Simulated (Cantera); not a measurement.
An adiabatic, constant-pressure homogeneous reactor starts with 3.15 % CH4, 1.17 % CO, 16.8 % O2, 78.9 % N2, at 1500 K and 0.290 bar.

Cantera simulation using GRI-Mech 3.0 (53 species, 325 reactions); the numbers are that mechanism's predictions, not measurements.

Predict: time of steepest temperature rise; temperature at 5.00 s; equilibrium temperature; x(CO) at 5.00 s; x(O2) at 5.00 s; x(OH) at 5.00 s; x(NO) at 5.00 s.


```
Item                                                                 Value
---------------------------------  ---------------------------------------
time of steepest temperature rise                                  2.79 ms
temperature at 5.00 s                                               2198 K
equilibrium temperature                                             2198 K
x(CO) at 5.00 s                    0.00151 (gas-phase equilibrium 0.00151)
x(O2) at 5.00 s                      0.0944 (gas-phase equilibrium 0.0944)
x(OH) at 5.00 s                    0.00430 (gas-phase equilibrium 0.00430)
x(NO) at 5.00 s                    0.00845 (gas-phase equilibrium 0.00845)
```
